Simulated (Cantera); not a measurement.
Charge: 1 mol MgCO3, 0.45 mol H2O, held at 1098.15 K and 13.3 mbar.

Cantera equilibrium calculation (NASA polynomials, part measured and part estimated; ideal gas, pure solids and liquids). Candidate condensed phases: C, C6H6, C7H8, C8H18, H2O, Mg, MgCO3, MgO, Mg(OH)2; 116 gas species. The numbers say what is thermodynamically allowed, not how fast it happens.

Base state: CO2 0.690, H2O 0.310 (mole fractions); condensed: MgO(s).

### Question
What changes in the equilibrium state with this change: temperature from 1098.15 K to 1598 K?

### Answer
```tsv
species	before	after
CO2	0.690	0.686
H2O	0.310	0.309
CO	4.32e-6	0.00289
O2	3.07e-6	0.00159
OH	2.12e-7	0.000266
H2	1.93e-6	0.000435
MgO(s), mol	1.00	1.00
```
